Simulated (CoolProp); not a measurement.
p-xylene at 296 K and 1.43 MPa flows at 1 m/s in a round tube of 50 mm bore and 15 µm roughness, fully developed (64/Re and Nu = 3.66 if laminar; Colebrook and Gnielinski if turbulent). Each further row changes one setting.

Computed with CoolProp (reference Helmholtz-energy equation of state, Zhou 2012).

```
case             Reynolds number  Darcy friction factor  pressure drop (Pa/m)  heat-transfer coefficient (W/(m² K))  mass flow (kg/h)
---------------  ---------------  ---------------------  --------------------  ------------------------------------  ----------------
as stated                  68300                 0.0207                   178                                  1240              6080
velocity 2 m/s            137000                 0.0186                   640                                  2320             12200
diameter 100 mm           137000                 0.0178                  76.5                                  1130             24300
```

Viscosity comes from a separate model (Balogun 2015). Thermal conductivity comes from a separate model (Mylona 2014).
